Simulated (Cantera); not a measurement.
An isothermal, constant-pressure homogeneous reactor starts with NH3 : H2 = 1 : 0.24 (molar parts), at 2000 K and 900 Torr.

Cantera simulation using the gas-phase N/H chemistry of the illustrative SiF4/NH3 mechanism in the Surface Chemkin manual (1991); the numbers are that mechanism's predictions, not measurements. Walls and surfaces, which speed up NH3 decomposition in real reactors, are not modelled.

One state of this run: x NH3 = 0.795; x H2 = 0.201; x N = 4.60e-7; x N2H4 = 6.48e-7; x N2H2 = 6.06e-6. x: mole fraction; the columns are a selection and need not sum to one.

Which value of t (s) does it belong to?
(A) 0.0549
(B) 0.000331
(C) 1.66
(D) 6.03e-5

B, 0.000331
